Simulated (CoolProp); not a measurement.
Saturation properties of R13.

Model: reference Helmholtz-energy equation of state, Platzer 1990, in CoolProp. This equation is an older, rougher fit; its heat capacities, sound speeds and derivatives of the liquid may be far off and weren't checked against measurements.

```csv
T (K),p (bar),liquid density (kg/m³),vapour density (kg/m³)
141.5,0.02232,1702,0.1987
147.5,0.04135,1681,0.3536
153.4,0.07176,1660,0.5912
159.4,0.1197,1639,0.9520
165.3,0.1900,1618,1.462
171.3,0.2926,1596,2.183
177.2,0.4331,1575,3.142
183.2,0.6266,1552,4.427
189.1,0.8780,1530,6.060
195.1,1.209,1507,8.163
201,1.620,1484,10.74
207,2.142,1460,13.97
```

It boils at 191.7 K under 1 atm.
